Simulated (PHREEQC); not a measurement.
Make-up at 25 °C: 13 mmol/kgw Cu(NO3)2, 26 mmol/kgw HBF4 and 99 mmol/kgw H3BO3. Closed to the air; pH follows from the charge balance.

All values are PHREEQC results (ion-association model, phreeqc.dat), not measurements.

Question: The ionic strength comes out as 0.0655 mol/kgw. What activity coefficients do Cu+2, CuF+, BF2(OH)2-, BF(OH)3-, NO3- get?

Answer: Cu+2 0.45, CuF+ 0.81, BF2(OH)2- 0.81, BF(OH)3- 0.81, NO3- 0.79.

Precipitation was switched off in this run. Species that the database lacks are ignored. Real BF4- forms and hydrolyses slowly; the run takes it at equilibrium.
